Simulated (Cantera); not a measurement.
Feed: 1 mol Si(CH₃)₄, 0.0098 mol C₂H₄, 740 mol H₂, 0.037 mol HCl, held at 1.00 bar.

These are equilibrium values from Cantera (NASA tables, ideal gas, pure condensed phases), not measurements of a reactor. Candidate condensed phases: C, C₆H₆, C₇H₈, C₈H₁₈, Si, SiC; 109 gas species. Kinetics and transport are ignored.

Task: Which condensed phases are stable at each of these points (T (°C)): 877, 927, 977, 1027, 1077, 1127, 1177, 1227, 1277, 1327, 1377?

Result: 
```json
[
 {"T (°C)": "877", "condensed phases": "SiC(s)", "Si condensed (%)": "100.0"},
 {"T (°C)": "927", "condensed phases": "SiC(s)", "Si condensed (%)": "100.0"},
 {"T (°C)": "977", "condensed phases": "SiC(s)", "Si condensed (%)": "100.0"},
 {"T (°C)": "1027", "condensed phases": "SiC(s)", "Si condensed (%)": "100.0"},
 {"T (°C)": "1077", "condensed phases": "SiC(s)", "Si condensed (%)": "100.0"},
 {"T (°C)": "1127", "condensed phases": "SiC(s)", "Si condensed (%)": "100.0"},
 {"T (°C)": "1177", "condensed phases": "C(graphite) + SiC(s)", "Si condensed (%)": "100.0"},
 {"T (°C)": "1227", "condensed phases": "C(graphite) + SiC(s)", "Si condensed (%)": "100.0"},
 {"T (°C)": "1277", "condensed phases": "C(graphite) + SiC(s)", "Si condensed (%)": "100.0"},
 {"T (°C)": "1327", "condensed phases": "C(graphite) + SiC(s)", "Si condensed (%)": "100.0"},
 {"T (°C)": "1377", "condensed phases": "C(graphite) + SiC(s)", "Si condensed (%)": "100.0"}
]
```

From 877 °C to 1127 °C the condensed part is SiC(s). From 1177 °C to 1377 °C the condensed part is C(graphite) + SiC(s).
